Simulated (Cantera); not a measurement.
Dilute partial oxidation

An isothermal, constant-pressure homogeneous reactor starts with CH3OH : O2 : N2 = 0.025 : 0.0098 : 1 (molar parts), equivalence ratio 3.8, at 1575 K and 13.8 atm.

Cantera simulation using GRI-Mech 3.0 (53 species, 325 reactions); the numbers are that mechanism's predictions, not measurements. GRI-Mech 3.0 was tuned for natural gas; its chemistry of methanol as a main component is partial and can be far from experiment. The pressure lies above the range GRI-Mech 3.0 was tuned for (to about 10 atm).

```tsv
t (s)	x CH3OH	x O2	x NO2	x H2O	x NO	x C2H6	x C2H4
0.000300	7.59e-9	5.14e-6	2.00e-12	0.0168	2.20e-7	1.35e-8	1.58e-7
0.00123	1.70e-9	2.47e-6	1.15e-12	0.0167	1.93e-7	1.94e-9	1.04e-7
0.00506	8.93e-10	7.69e-7	<1e-12	0.0166	1.54e-7	7.83e-10	7.67e-8
0.0208	7.59e-10	1.74e-8	<1e-12	0.0163	7.22e-8	6.41e-10	7.54e-8
0.0855	7.01e-10	<1e-12	<1e-12	0.0156	3.59e-9	6.19e-10	8.05e-8
0.351	6.48e-10	<1e-12	<1e-12	0.0150	2.09e-10	5.92e-10	9.39e-8
1.44	5.91e-10	<1e-12	<1e-12	0.0150	2.33e-10	5.19e-10	1.16e-7
5.93	4.29e-10	<1e-12	<1e-12	0.0150	2.98e-10	2.89e-10	8.19e-8
24.3	1.28e-10	<1e-12	<1e-12	0.0150	3.59e-10	2.61e-11	7.46e-9
100	2.16e-12	<1e-12	<1e-12	0.0150	3.65e-10	<1e-12	<1e-12
```
x: mole fraction; the columns are a selection and need not sum to one.

Equilibrium at this temperature and pressure: CH3OH 1.09e-12, O2 <1e-12, NO2 <1e-12, H2O 0.0150, NO 2.60e-9, C2H6 <1e-12, C2H4 <1e-12 (gas phase only).
